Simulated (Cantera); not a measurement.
A perfectly stirred reactor is fed with H2 : O2 : N2 = 0.007 : 1 : 0.77 (molar parts), at 0.0120 bar; it is held at 1275 K, and followed from long to short residence time.

Cantera simulation using the H2/O2 subset of GRI-Mech 3.0, which has no nitrogen chemistry; the numbers are that mechanism's predictions, not measurements. Radical loss at walls, strong at low pressure, is not modelled.

x: mole fraction; the columns are a selection and need not sum to one.

| τ (s) | x H2 | x O2 | x H | x H2O2 | x HO2 |
|---|---|---|---|---|---|
| 7.4 | 7.00e-6 | 0.561 | 8.63e-6 | 3.12e-9 | 1.06e-7 |
| 1.8 | 1.56e-5 | 0.561 | 2.67e-5 | 4.31e-9 | 1.63e-7 |
| 0.45 | 3.64e-5 | 0.560 | 6.04e-5 | 5.44e-9 | 2.22e-7 |
| 0.11 | 0.000101 | 0.559 | 0.000100 | 7.14e-9 | 2.79e-7 |
| 0.028 | … | 0.559 | … | … | … |
| 0.0068 | 0.00102 | 0.560 | 0.000153 | 1.62e-8 | 4.20e-7 |
| 0.0017 | … | 0.562 | … | … | … |

Task: Fill in the missing entries.

Result: 
- 0.028, x H2: 0.000311
- 0.028, x H: 0.000138
- 0.028, x H2O2: 1.08e-8
- 0.028, x HO2: 3.50e-7
- 0.0017, x H2: 0.00301
- 0.0017, x H: 5.03e-5
- 0.0017, x H2O2: 6.92e-9
- 0.0017, x HO2: 3.30e-7
